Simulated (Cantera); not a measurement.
Input: 1 mol Si, 3.2 mol HCl, 1 mol N2, held at 51.0 mbar.

These are equilibrium values from Cantera (NASA tables, ideal gas, pure condensed phases), not measurements of a reactor. Candidate condensed phases: NH4Cl, Si, Si3N4; 28 gas species. N2 is the only nitrogen source here; it is nearly inert below about 1500 K, so the nitride shown seldom forms there in practice. The tables' values for SiCl3 are old estimates; treat these amounts as uncertain. The numbers say what is thermodynamically allowed, not how fast it happens.

Problem. At 1173 K, list the 4 most abundant gas species with their mole fractions, and the condensed phases.

Solution. HCl 0.444, H2 0.249, N2 0.182, SiCl4 0.122. Condensed: Si3N4(s).
